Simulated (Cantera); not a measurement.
**C₃H₈ + O₂ (carbon deposition, reforming and gasification)**

Feed: 1 mol C₃H₈, 0.28 mol O₂, at 2100 K and 69.0 mbar.

These are equilibrium values from Cantera (NASA tables, ideal gas, pure condensed phases), not measurements of a reactor. Candidate condensed phases: C, C₆H₆, C₇H₈, C₈H₁₈, H₂O; 110 gas species. The numbers say what is thermodynamically allowed, not how fast it happens.

* **x(H₂)**: 0.866
* **x(CO)**: 0.122
* **x(H)**: 0.0110
* **x(C₂H₂ (acetylene))**: 0.00125
* **x(CH₄)**: 1.71e-5
* **x(CH₃)**: 4.24e-6
* **n(C(graphite))**: 2.43 mol
* **gas amount**: 4.585 mol
